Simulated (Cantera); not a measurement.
Charge: 1 mol HgO, 41 mol H2, equilibrated at 1573.15 K and 0.00110 bar.

Cantera equilibrium calculation (NASA polynomials, part measured and part estimated; ideal gas, pure solids and liquids). Candidate condensed phases: H2O, Hg, HgO; 10 gas species. Rates play no part.

Base state: H2 0.951, Hg 0.0238, H2O 0.0238, H 0.00120 (mole fractions); condensed: gas only.

**Question.** What changes in the equilibrium state with this change: pressure from 0.00110 bar to 0.00660 bar?

**Answer.** 
```
species   before     after
-------  -------  --------
H2         0.951     0.952
Hg        0.0238    0.0238
H2O       0.0238    0.0238
H        0.00120  0.000489
```
